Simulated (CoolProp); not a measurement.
Vapour-liquid equilibrium of sulfur hexafluoride (1) + R113 (2) at 15.45 °C; x and y are mole fractions of (1).

Computed with CoolProp (multi-fluid Helmholtz-energy mixture model, Guder 2009 and Marx 1992; pair parameters Bell 2016).

```tsv
x	bubble pressure, mixture model (kPa)	bubble pressure, Raoult's law (kPa)	y, mixture model	y, Raoult's law
0.05	189.3	122.6	0.834	0.765
0.2	353.8	399.5	0.910	0.939
0.35	447.6	676.4	0.932	0.971
0.5	601.7	953.2	0.956	0.984
0.65	866.4	1230	0.978	0.991
0.8	1264	1507	0.992	0.996
0.95	1728	1784	0.999	0.999
```

The largest gap from Raoult's law is +54.4 % in bubble pressure, at x = 0.05. No azeotrope shows between x = 0.05 and 0.95.

Pair parameters are fitted to limited data, so mixtures are less certain than the pure fluids. The gap from Raoult's law changes sign with composition, which may be real or a fault of the pair parameters; it wasn't checked against measurements. With so large a gap from Raoult's law the liquid may split in two, which this calculation doesn't test in full.
